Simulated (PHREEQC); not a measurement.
PHREEQC input (ion-association model, wateq4f.dat):

```
SOLUTION_MASTER_SPECIES
  An  An-  0  An  62.0  # stands for a non-complexing anion
SOLUTION_SPECIES
  An- = An-
    -log_k 0
    -gamma 3.0 0
PHASES
  Fix_H+
    H+ = H+
    -log_k 0
SOLUTION 1
  temp 25
  units mmol/kgw
  pH 7 charge
  S(6) 0.00091
  Na 300.002
  Cl 0.264
  Ni 0.063
  Ba 0.069
  An 300
END
SELECTED_OUTPUT 1
  -reset false
  -pH true
  -pe true
  -ionic_strength true
  -water true
  -totals Ba Cl Na Ni S S(-2) S(6)
  -molalities Hfo_wOH Hfo_wOH2+ Hfo_wO- Hfo_sOH Hfo_sOH2+ Hfo_sO- Hfo_sONi+ Hfo_wONi+ Hfo_wSO4- Hfo_wOHSO4-2
    Hfo_sOHBa+2 Hfo_wOBa+
  -saturation_indices Barite Ni(OH)2 Ni4(OH)6SO4 Halite Mirabilite Morenosite
USER_PUNCH 1
  -headings sigma psi
  10 PUNCH EDL("sigma", "Hfo"), EDL("psi", "Hfo")
PRINT
  -reset false
USE solution 1
SURFACE 1
  Hfo_wOH 6.51685e-05 600 0.029
  Hfo_sOH 1.62921e-06
EQUILIBRIUM_PHASES 1
  Fix_H+ -3 HAn 10
    -force_equality true
  O2(g) -0.68 10
END
# ... the last block is repeated for the other 16 points of pH, with NaOH or the acid as the point needs
```

Selected output (columns that matter, 11 of 17 rows; pH added in front):

```
pH	mu	Ba	Na	Ni	S	m_Hfo_wOH	si_Barite	si_Ni(OH)2	si_Ni4(OH)6SO4	si_Halite	si_Mirabilite	si_Morenosite	sigma	psi
3	0.30171	6.9e-05	0.3	6.3e-05	5.6643e-07	4.2845e-07	-1.779	-9.5483	-39.983	-5.9906	-7.2558	-9.4098	0.36416	0.125
3.75	0.30066	6.9e-05	0.3	6.3e-05	5.7849e-07	2.223e-06	-1.76	-8.0481	-35.464	-5.9903	-7.237	-9.3911	0.35398	0.12365
4.12	0.30053	6.9e-05	0.3	6.2999e-05	6.026e-07	4.6405e-06	-1.741	-7.3081	-33.225	-5.9903	-7.218	-9.3721	0.34033	0.12168
4.88	0.30044	6.9e-05	0.3	6.2984e-05	7.1326e-07	1.5129e-05	-1.667	-5.7882	-28.592	-5.9903	-7.1441	-9.2983	0.28067	0.11199
5.25	0.30043	6.8999e-05	0.3	6.2926e-05	7.8356e-07	2.2251e-05	-1.6261	-5.0486	-26.332	-5.9902	-7.1032	-9.2578	0.2393	0.10404
6	0.30041	6.8996e-05	0.3	6.2137e-05	8.7851e-07	3.6102e-05	-1.5764	-3.5541	-21.805	-5.9902	-7.0534	-9.2135	0.15515	0.082948
6.75	0.3004	6.8996e-05	0.3	6.0036e-05	9.0498e-07	4.4812e-05	-1.5635	-2.0691	-17.352	-5.9902	-7.0405	-9.2157	0.089681	0.058314
7.12	0.30039	6.8997e-05	0.3	5.6574e-05	9.0788e-07	4.5369e-05	-1.562	-1.3551	-15.234	-5.9902	-7.0391	-9.2402	0.068711	0.047737
7.88	0.30037	6.8999e-05	0.30004	4.1977e-05	9.0929e-07	3.113e-05	-1.5613	0.0338	-11.198	-5.9902	-7.0383	-9.3706	0.054474	0.039518
8.25	0.30037	6.8999e-05	0.30005	3.5439e-05	9.0959e-07	2.012e-05	-1.5611	0.6976	-9.2827	-5.9902	-7.0381	-9.4466	0.052373	0.038228
9	0.30037	6.8998e-05	0.30008	2.8083e-05	9.0991e-07	5.5933e-06	-1.561	2.0673	-5.3036	-5.9901	-7.0378	-9.5767	0.048178	0.035587
```

Along this series the solution becomes supersaturated in solids that the run did not let form, among them Ni(OH)2. The oxide is taken as insoluble; below pH 4 it would dissolve.
